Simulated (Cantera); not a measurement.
Charge: 1 mol MgCO3, 0.17 mol H2S, 0.36 mol CO2, equilibrated at 900 K and 1.40 bar.

Method: chemical equilibrium by Gibbs-energy minimisation in Cantera with the NASA 1993 tables (ideal gas, pure condensed phases). Candidate condensed phases: C, C6H6, C7H8, C8H18, H2O, H2SO4, Mg, MgCO3, MgO, Mg(OH)2, MgS, MgSO4, S; 130 gas species. Gases not in the tables: S3 to S7. Kinetics and transport are ignored.

Base state: CO2 0.844, H2S 0.0714, H2O 0.0373, COS 0.0224, CO 0.0147, S2 0.00799, H2 0.00150, CS2 0.000142 (mole fractions); condensed: MgO(s).

Problem. What changes in the equilibrium state with this change: pressure from 1.40 bar to 0.140 bar?

Solution. 
| species | before | after |
|---|---|---|
| CO2 | 0.844 | 0.833 |
| H2S | 0.0714 | 0.0633 |
| H2O | 0.0373 | 0.0431 |
| CO | 0.0147 | 0.0262 |
| S2 | 0.00799 | 0.0145 |
| COS | 0.0224 | 0.0170 |
| H2 | 0.00150 | 0.00312 |
| CS2 | 0.000142 | 8.26e-5 |
| SO2 | 7.13e-5 | 9.36e-5 |
| MgO(s), mol | 1.00 | 1.00 |

Problem. What changes in the equilibrium state with this change: pressure from 1.40 bar to 10.0 mbar?

Solution. 
| species | before | after |
|---|---|---|
| CO2 | 0.844 | 0.812 |
| H2O | 0.0373 | 0.0538 |
| H2S | 0.0714 | 0.0478 |
| CO | 0.0147 | 0.0440 |
| S2 | 0.00799 | 0.0251 |
| COS | 0.0224 | 0.0100 |
| CS2 | 0.000142 | 2.96e-5 |
| H2 | 0.00150 | 0.00670 |
| SO2 | 7.13e-5 | 0.000155 |
| S2O | 1.51e-5 | 1.52e-5 |
| MgO(s), mol | 1.00 | 1.00 |
